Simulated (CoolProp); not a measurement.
Properties of R1234yf at several states (Tc = 367.8 K, pc = 33.84 bar, ω = 0.276).

Computed with CoolProp (reference Helmholtz-energy equation of state, Lemmon 2022).

```
T (K)  p (bar)   phase  speed of sound (m/s)  Prandtl number  fugacity coefficient
-----  -------  ------  --------------------  --------------  --------------------
260      0.485     gas                 142.3               ?                0.9834
132.1     2.29  liquid                  1226               ?              1.585e-5
196.2    0.196  liquid                 907.6               ?                0.3462
196.9     15.9  liquid                     ?            7.02              0.004858
398.9    0.997     gas                     ?               ?                0.9922
259.7      112  liquid                 699.6            4.20               0.02598
```

Task: Fill in the missing entries.

Result: 
- 260, Prandtl number: 0.833
- 132.1, Prandtl number: 52.2
- 196.2, Prandtl number: 7.00
- 196.9, speed of sound (m/s): 911.9
- 398.9, speed of sound (m/s): 175.5
- 398.9, Prandtl number: 0.790

Viscosity comes from a separate model (Bell 2016), an estimate that may be off by 10 % or more. Thermal conductivity comes from a separate model (Perkins 2011).
